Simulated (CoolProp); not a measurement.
Oxygen along the isobar 5.88 MPa: density (kg/m³) from the reference equation and from simpler models built on Tc = 154.6 K, pc = 5.046 MPa, ω = 0.022; each cubic takes its own stable root.

Computed with CoolProp (reference Helmholtz-energy equation of state, Schmidt 1985). Above 300 K oxygen's equation is extrapolated.

| T (K) | phase | reference |
|---|---|---|
| 91.3 | liquid | 1148 |
| 130.8 | liquid | 928.0 |
| 170.3 | supercritical | 212.1 |
| 209.7 | supercritical | 127.5 |
| 249.2 | supercritical | 98.36 |
| 288.7 | supercritical | 81.56 |
| 328.2 | supercritical | 70.21 |
| 367.6 | supercritical | 61.89 |
| 407.1 | supercritical | 55.44 |

How far does each simpler model (van der Waals, Soave-Redlich-Kwong) lie from the reference over these 9 states: mean and median of the absolute difference, and the worst?


- van der Waals: mean 8.2 %, median 2.2 %, worst -30.5 % at 91.3 K and 5.88 MPa
- Soave-Redlich-Kwong: mean 0.9 %, median 0.6 %, worst -3.8 % at 130.8 K and 5.88 MPa
